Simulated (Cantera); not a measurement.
Feed: 1 mol Si, 1.4 mol HBr, 59 mol N₂, held at 1298.15 K and 8.60 mbar.

These are equilibrium values from Cantera (NASA tables, ideal gas, pure condensed phases), not measurements of a reactor. Candidate condensed phases: Br₂, Si, Si₃N₄; 28 gas species. N₂ is the only nitrogen source here; it is nearly inert below about 1500 K, so the nitride shown seldom forms there in practice. The tables' values for SiBr₃ are old estimates; treat these amounts as uncertain. Rates play no part.

Base state: N₂ 0.976, HBr 0.0199, H₂ 0.00177, Br 0.00133, SiBr₂ 0.000628, SiBr₄ 0.000200, SiBr₃ 5.46e-5 (mole fractions); condensed: Si₃N₄(s).

Task: What changes in the equilibrium state with this change: temperature from 1298.15 K to 1198 K?

Result: 
```tsv
species	before	after
N₂	0.976	0.977
HBr	0.0199	0.0208
H₂	0.00177	0.00132
Br	0.00133	0.000491
SiBr₄	0.000200	0.000458
SiBr₂	0.000628	0.000116
SiBr₃	5.46e-5	2.78e-5
Si₃N₄(s), mol	0.316	0.321
```
